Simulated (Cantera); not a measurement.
Mixture: CO : H2 : CH4 : O2 : N2 = 1 : 0.043 : 0.031 : 1.27 : 8.37 (molar parts), at 2300000 Pa, adiabatic and at constant volume. Ignition delay is the time to a rise of 400 K.

Cantera simulation using GRI-Mech 3.0 (53 species, 325 reactions); the numbers are that mechanism's predictions, not measurements. The pressure lies above the range GRI-Mech 3.0 was tuned for (to about 10 atm).

Question: Predict: delay at 1050 K; delay at 1100 K; delay at 1150 K; delay at 1200 K; delay at 1250 K; delay at 1300 K; apparent activation energy between 1200 and 1300 K.

Answer: 
* **delay at 1050 K**: 3.27 ms
* **delay at 1100 K**: 1.29 ms
* **delay at 1150 K**: 0.568 ms
* **delay at 1200 K**: 0.274 ms
* **delay at 1250 K**: 0.143 ms
* **delay at 1300 K**: 80.2 µs
* **apparent activation energy between 1200 and 1300 K**: 160 kJ/mol
